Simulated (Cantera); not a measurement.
A freely propagating, adiabatic, planar premixed flame of C3H8 : O2 : N2 : H2O = 1 : 3.33 : 12.5 : 0.79 (molar parts), unburnt at 525 K and 240 Torr; mixture-averaged transport, grid criteria slope 0.08 and curve 0.16, no radiation.

Cantera simulation using GRI-Mech 3.0 (53 species, 325 reactions); the numbers are that mechanism's predictions, not measurements. GRI-Mech 3.0 was tuned for natural gas; its chemistry of propane as a main component is partial and can be far from experiment. Burning velocities carry a grid error of a few per cent, more on coarse grids.

Q: Predict: laminar burning velocity; thermal thickness; peak x(HO2); peak x(C2H2).

A: 
```json
{
  "laminar_burning_velocity": "77.9 cm/s",
  "thermal_thickness": "1.14 mm",
  "peak x(HO2)": "0.000151",
  "peak x(C2H2)": "0.00621"
}
```
